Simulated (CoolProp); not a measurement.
R236FA along the isobar 25.2 bar: Z from the reference equation and from simpler models built on Tc = 124.9 °C, pc = 31.91 bar, ω = 0.377; each cubic takes its own stable root.

Model: reference Helmholtz-energy equation of state, Pan 2012, in CoolProp.

```
T (°C)   phase  reference  van der Waals  Soave-Redlich-Kwong
------  ------  ---------  -------------  -------------------
-72.15  liquid     0.1386         0.2366               0.1552
-60.85  liquid     0.1337         0.2274               0.1490
-49.65  liquid     0.1294         0.2194               0.1437
-38.35  liquid     0.1257         0.2123               0.1391
-27.05  liquid     0.1224         0.2062               0.1352
-15.85  liquid     0.1196         0.2009               0.1319
-4.55   liquid     0.1172         0.1964               0.1291
6.75    liquid     0.1152         0.1925               0.1269
17.95   liquid     0.1136         0.1895               0.1253
29.25   liquid     0.1123         0.1871               0.1242
40.55   liquid     0.1115         0.1856               0.1238
```
